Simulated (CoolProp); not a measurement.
The fluid at 298.15 K and 6.85 MPa flows at 0.98 m/s in a round tube of 20 mm bore and 45 µm roughness, fully developed (64/Re and Nu = 3.66 if laminar; Colebrook and Gnielinski if turbulent). The same conditions are run with several fluids, on thermodynamics alone (safety and materials aside).

Model: reference Helmholtz-energy equation of state of each fluid (C2F6 (R116): Lemmon 2006; methane: Setzmann 1991; oxygen: Schmidt 1985; nitrogen: Span 2000; CF4 (R14): Platzer 1990), in CoolProp. The equations of Platzer and Polt are older, rougher fits.

| fluid | Reynolds number | Darcy friction factor | pressure drop (Pa/m) | heat-transfer coefficient (W/(m² K)) | mass flow (kg/h) |
|---|---|---|---|---|---|
| C2F6 (R116) | 220000 | 0.0249 | 645 | 2490 | 1190 |
| methane | 77200 | 0.0262 | … | … | 55.2 |
| oxygen | 81300 | 0.0261 | 57.5 | 338 | … |
| nitrogen | 79800 | 0.0261 | 48.6 | 322 | 86.0 |
| CF4 (R14) | 257000 | 0.0248 | 190 | 899 | 354 |

Question: Some entries are withheld; supply them.

Answer: 
- methane, pressure drop (Pa/m): 31.3
- methane, heat-transfer coefficient (W/(m² K)): 462
- oxygen, mass flow (kg/h): 102

Transport values come from each fluid's own correlations; those of C2F6 (R116), CF4 (R14) are estimates that may be off by 10 % or more.
